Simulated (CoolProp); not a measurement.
A simple Rankine cycle with isohexane: condensing at 306.15 K, boiler at 1.27 MPa, turbine inlet 457.3 K, turbine efficiency 0.8, pump efficiency 0.8, no recuperator. Each further row changes one setting.

The numbers come from the reference Helmholtz-energy equation of state, Lemmon 2006 in CoolProp. It is a short technical equation, of lower accuracy than the large ones.

```json
[
 {"case": "as stated", "thermal efficiency (%)": "[?]", "net work (kJ/kg)": "101", "heat in (kJ/kg)": "613", "turbine exit temperature (K)": "394.8", "volume ratio over the turbine": "36.8"},
 {"case": "turbine inlet 477.3 K", "thermal efficiency (%)": "16.2", "net work (kJ/kg)": "[?]", "heat in (kJ/kg)": "667", "turbine exit temperature (K)": "[?]", "volume ratio over the turbine": "[?]"},
 {"case": "condensing temperature 298.15 K", "thermal efficiency (%)": "17.5", "net work (kJ/kg)": "111", "heat in (kJ/kg)": "631", "turbine exit temperature (K)": "390.2", "volume ratio over the turbine": "50.2"},
 {"case": "boiler pressure 0.889 MPa", "thermal efficiency (%)": "[?]", "net work (kJ/kg)": "95.2", "heat in (kJ/kg)": "628", "turbine exit temperature (K)": "404.5", "volume ratio over the turbine": "[?]"},
 {"case": "turbine efficiency 0.7", "thermal efficiency (%)": "[?]", "net work (kJ/kg)": "88.4", "heat in (kJ/kg)": "613", "turbine exit temperature (K)": "400.9", "volume ratio over the turbine": "[?]"}
]
```

Complete the blanks.


- as stated, thermal efficiency (%): 16.5
- turbine inlet 477.3 K, net work (kJ/kg): 108
- turbine inlet 477.3 K, turbine exit temperature (K): 416.6
- turbine inlet 477.3 K, volume ratio over the turbine: 35.2
- boiler pressure 0.889 MPa, thermal efficiency (%): 15.2
- boiler pressure 0.889 MPa, volume ratio over the turbine: 23.7
- turbine efficiency 0.7, thermal efficiency (%): 14.4
- turbine efficiency 0.7, volume ratio over the turbine: 37.3
